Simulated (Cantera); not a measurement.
Input: 1 mol PbO, 0.76 mol CH4, 0.15 mol N2, held at 1627 °C and 0.0975 Torr.

These are equilibrium values from Cantera (NASA tables, ideal gas, pure condensed phases), not measurements of a reactor. Candidate condensed phases: C, C6H6, C7H8, C8H18, H2O, Pb, PbO, PbO2, Pb3O4; 139 gas species. Kinetics and transport are ignored.

Base state: H2 0.353, Pb 0.285, CO 0.209, H2O 0.0594, N2 0.0428, H 0.0414, CO2 0.00833, OH 0.000571 (mole fractions); condensed: gas only.

Q: What changes in the equilibrium state with this change: pressure from 0.0975 Torr to 1 atm?

A: 
| species | before | after |
|---|---|---|
| H2 | 0.353 | 0.381 |
| Pb | 0.285 | 0.290 |
| CO | 0.209 | 0.213 |
| H | 0.0414 | 0.000487 |
| H2O | 0.0594 | 0.0616 |
| N2 | 0.0428 | 0.0437 |
| O | 5.02e-5 | 6.20e-9 |
| Pb2 | 6.30e-8 | 0.000509 |
| OH | 0.000571 | 6.46e-6 |
| PbO | 0.000148 | 0.000145 |
Gases not in the tables: (PbO)n polymers.
